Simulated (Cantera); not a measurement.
Thermodynamics of oxide etching and cleaning by halides, feed B2O3 + Cl2 + N2

Input: 1 mol B2O3, 6.5 mol Cl2, 23 mol N2, held at 925 K and 3.40e-5 bar.

Cantera equilibrium calculation (NASA polynomials, part measured and part estimated; ideal gas, pure solids and liquids). Candidate condensed phases: B, BN, B2O3; 25 gas species. Rates play no part.

| Item | Result |
|---|---|
| x(N2) | 0.776 |
| x(Cl2) | 0.215 |
| x(Cl) | 0.00919 |
| x(BCl3) | 7.63e-6 |
| x(O2) | 6.88e-6 |
| x(B3O3Cl3) | 1.36e-6 |
| n(B2O3(l)) | 1.000 mol |
| gas amount | 29.64 mol |
| log10 activity of B(s) (absent) | -22.00 |
